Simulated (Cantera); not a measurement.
Input: 1 mol CH₃SiH₃, 3.7 mol HCl, a varied amount of H₂, held at 2298.15 K and 0.110 bar.

Method: chemical equilibrium by Gibbs-energy minimisation in Cantera with the NASA 1993 tables (ideal gas, pure condensed phases). Candidate condensed phases: C, C₆H₆, C₇H₈, C₈H₁₈, Si, SiC; 109 gas species. The feed counts by its element totals alone. The tables' values for SiCl, SiCl₃ are old estimates; treat these amounts as uncertain. Gases not in the tables: Si₂H₆ and higher silanes. Rates play no part.

x: gas mole fraction; n: condensed amount in mol.

| n(H₂) (mol) | x H₂ | x HCl | x SiCl₂ | x H | x Cl | x C₂H₂ (acetylene) | x Si | n C(graphite) | n SiC(s) |
|---|---|---|---|---|---|---|---|---|---|
| 3.2 | 0.639 | 0.291 | 0.0332 | 0.0231 | 0.00757 | 0.00274 | 0.00119 | 0.308 | 0.632 |
| 5 | 0.685 | 0.255 | 0.0238 | 0.0239 | 0.00641 | 0.00293 | 0.00119 | 0.243 | 0.681 |
| 7.9 | 0.737 | ___ | ___ | 0.0248 | ___ | 0.00315 | 0.00119 | ___ | 0.733 |
| 12 | 0.784 | 0.171 | 0.00935 | 0.0256 | 0.00402 | 0.00336 | 0.00119 | 0.0871 | 0.776 |
| 19 | 0.832 | 0.128 | 0.00505 | 0.0264 | 0.00292 | 0.00342 | 0.00122 | 0 | 0.809 |
| 30 | 0.872 | 0.0909 | 0.00291 | 0.0270 | 0.00203 | 0.00248 | 0.00146 | 0 | 0.799 |
| 47 | 0.902 | ___ | ___ | 0.0275 | ___ | ___ | ___ | 0 | 0.768 |
| 73 | 0.923 | 0.0429 | 0.000783 | 0.0278 | 0.000930 | 0.00161 | 0.00186 | 0 | 0.707 |
| 110 | 0.937 | 0.0296 | 0.000389 | 0.0280 | 0.000636 | 0.00146 | 0.00197 | 0 | 0.608 |
| 180 | 0.948 | 0.0187 | 0.000159 | 0.0281 | 0.000399 | 0.00137 | 0.00205 | 0 | 0.408 |

**Question.** Complete the blanks.

**Answer.** 
- 47, x HCl: 0.0629
- 47, x SiCl₂: 0.00156
- 47, x Cl: 0.00138
- 47, x C₂H₂ (acetylene): 0.00192
- 47, x Si: 0.00169
- 7.9, x HCl: 0.212
- 7.9, x SiCl₂: 0.0153
- 7.9, x Cl: 0.00515
- 7.9, n C(graphite): 0.166
